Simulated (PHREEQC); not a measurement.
A solution holds 0.0082 mol/kgw KOH, at 25 °C. Closed to the air; pH follows from the charge balance.

Model: ion-association model, wateq4f.dat, run in PHREEQC.

| Quantity | Value |
|---|---|
| pH | 11.87 |
| ionic strength | 0.00820 mol/kgw |
| total alkalinity | 8.20 meq/kg |

```tsv
species	molality	activity	log γ
OH-	0.00820	0.00745	-0.042
K+	0.00820	0.00745	-0.042
```

No solid was allowed to form. Species that the database lacks are ignored.
